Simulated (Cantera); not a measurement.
Charge: 1 mol Si, a varied amount of HCl, 0.44 mol H₂, held at 877 °C and 0.0700 bar.

Cantera equilibrium calculation (NASA polynomials, part measured and part estimated; ideal gas, pure solids and liquids). Candidate condensed phases: Si; 19 gas species. The tables' values for SiCl₃ are old estimates; treat these amounts as uncertain. Rates play no part.

x: gas mole fraction; n: condensed amount in mol.

| n(HCl) (mol) | x HCl | x H₂ | x SiCl₄ | x SiHCl₃ | x SiCl₃ | x SiCl₂ | n Si(s) |
|---|---|---|---|---|---|---|---|
| 2.2 | 0.0682 | 0.669 | 0.192 | 0.0383 | 0.0164 | 0.0153 | 0.440 |
| 2.6 | 0.0684 | 0.660 | 0.200 | 0.0391 | 0.0169 | 0.0156 | 0.337 |
| 3 | 0.0685 | 0.652 | 0.205 | 0.0397 | 0.0172 | 0.0158 | 0.235 |
| 3.6 | 0.0686 | 0.644 | 0.212 | 0.0404 | 0.0176 | 0.0161 | 0.0811 |
| 4.2 | 0.107 | 0.622 | 0.226 | 0.0266 | 0.0118 | 0.00678 | 0 |
| 4.9 | [?] | [?] | 0.213 | [?] | 0.00498 | [?] | 0 |
| 5.8 | 0.351 | 0.458 | 0.183 | 0.00485 | 0.00251 | 0.000376 | 0 |
| 6.9 | 0.461 | 0.381 | 0.153 | 0.00257 | 0.00146 | 0.000152 | 0 |
| 8.1 | [?] | [?] | [?] | [?] | 0.000960 | [?] | 0 |
| 9.5 | 0.617 | 0.271 | 0.110 | 0.000984 | 0.000662 | 4.35e-5 | 0 |
| 11 | 0.672 | 0.233 | 0.0946 | 0.000666 | 0.000483 | 2.70e-5 | 0 |
| 13 | 0.724 | 0.195 | 0.0796 | 0.000436 | 0.000346 | 1.64e-5 | 0 |

Task: What belongs in the gaps?

Result: 
- 4.9, x HCl: 0.225
- 4.9, x H₂: 0.546
- 4.9, x SiHCl₃: 0.0105
- 4.9, x SiCl₂: 0.00127
- 8.1, x HCl: 0.546
- 8.1, x H₂: 0.321
- 8.1, x SiCl₄: 0.130
- 8.1, x SiHCl₃: 0.00155
- 8.1, x SiCl₂: 7.75e-5
